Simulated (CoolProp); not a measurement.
Vapour-liquid equilibrium of isohexane (1) + benzene (2) at 0.874 bar; x and y are mole fractions of (1).

Computed with CoolProp (multi-fluid Helmholtz-energy mixture model, Lemmon 2006 and Thol 2012; pair parameters Bell 2016).

```
x     bubble temperature, mixture model (°C)  bubble temperature, Raoult's law (°C)  y, mixture model  y, Raoult's law
----  --------------------------------------  -------------------------------------  ----------------  ---------------
0.05                                    72.1                                   74.1             0.138            0.088
0.2                                     66.1                                   70.4             0.385            0.317
0.35                                    62.6                                   67.1             0.529            0.503
0.5                                     60.3                                   64.1             0.639            0.655
0.65                                    58.6                                   61.3             0.742            0.781
0.8                                     57.1                                   58.8             0.847            0.886
0.95                                    56.0                                   56.4             0.961            0.974
```

The largest gap from Raoult's law is -4.5 K in bubble temperature, at x = 0.35. No azeotrope shows between x = 0.05 and 0.95.

The pair parameters rest on a limited set of measurements; away from them the model extrapolates.
